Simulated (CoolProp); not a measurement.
Aqueous potassium acetate as a coolant, 29 % by mass, freezing at -21.6 °C, 1 atm.

Values from CoolProp's Melinder's fits for secondary coolants.

| T (°C) | viscosity (mPa s) | density (kg/m³) | cp (kJ/(kg K)) | conductivity (W/(m K)) |
|---|---|---|---|---|
| -13.7 | 6.97 | 1164 | 3.191 | 0.460 |
| -9.9 | 5.89 | 1163 | 3.198 | 0.465 |
| -6.1 | 5.03 | 1162 | 3.206 | 0.470 |
| -2.2 | 4.33 | 1161 | 3.214 | 0.475 |
| 1.6 | 3.78 | 1159 | 3.221 | 0.480 |
| 5.4 | 3.34 | 1158 | 3.229 | 0.484 |
| 9.2 | 2.96 | 1156 | 3.236 | 0.489 |
| 13 | 2.66 | 1155 | 3.243 | 0.494 |
| 16.8 | 2.40 | 1153 | 3.251 | 0.499 |
| 20.6 | 2.17 | 1152 | 3.258 | 0.504 |
| 24.5 | 1.98 | 1150 | 3.266 | 0.509 |
| 28.3 | 1.82 | 1148 | 3.274 | 0.514 |
| 32.1 | 1.67 | 1147 | 3.282 | 0.519 |
| 35.9 | 1.55 | 1145 | 3.290 | 0.524 |
